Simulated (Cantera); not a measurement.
## Diamond growth

A diamond (100) surface in a fixed gas of H2 with x(CH4) = 0.0095, x(H) = 0.0019, x(CH3) = 0.00012, 41.3 Torr; coverages are run to steady state.

Model: the Harris–Goodwin 1993 mechanism for the reconstructed diamond (100) surface, integrated in Cantera.

```
T (K)  growth (µm/h)  θ c6HH   θ c6H*  θ c6*H   θ c6**    θ c6HM
-----  -------------  ------  -------  ------  -------  --------
900             1.92   0.650  0.00982   0.275  0.00401    0.0494
950             2.51   0.612   0.0134   0.318  0.00613    0.0390
1000            3.03   0.575   0.0175   0.358  0.00890    0.0298
1050            3.18   0.540   0.0221   0.396   0.0123    0.0205
1100            2.71   0.508   0.0272   0.430   0.0164    0.0116
1150            1.89   0.478   0.0324   0.460   0.0210   0.00528
1200            1.27   0.450   0.0377   0.482   0.0258   0.00207
1250           0.981   0.425   0.0429   0.500   0.0307  0.000769
1300           0.898   0.403   0.0480   0.512   0.0355  0.000285
1350           0.855   0.385   0.0529   0.521   0.0400  0.000106
1400           0.717   0.371   0.0576   0.527   0.0440   3.96e-5
```
θ: site fractions in the mechanism's names (c6HH fully hydrogenated, c6H* and c6*H radical sites, c6** diradical, c6HM methylated).
